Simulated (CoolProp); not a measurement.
The fluid at 348.64 K and 0.0459 MPa is throttled through a valve to 0.0305 MPa with no heat exchange. The same conditions are run with several fluids, on thermodynamics alone (safety and materials aside).

Computed with CoolProp (reference Helmholtz-energy equation of state of each fluid (n-hexane: Thol 2019; oxygen: Schmidt 1985; propyne: Polt 1992; neopentane: Lemmon 2006; cis-2-butene: Lemmon 2005)). The equations of Platzer and Polt are older, rougher fits.

```csv
fluid,temperature change (K),final density (kg/m³)
n-hexane,?,?
oxygen,?,?
propyne,-0.2,?
neopentane,-0.2,?
cis-2-butene,?,?
```

Problem. What belongs in the gaps?

Solution. 
- n-hexane, temperature change (K): -0.4
- n-hexane, final density (kg/m³): 0.920
- oxygen, temperature change (K): -0.0
- oxygen, final density (kg/m³): 0.337
- propyne, final density (kg/m³): 0.423
- neopentane, final density (kg/m³): 0.765
- cis-2-butene, temperature change (K): -0.3
- cis-2-butene, final density (kg/m³): 0.594

Above 300 K oxygen's equation is extrapolated.
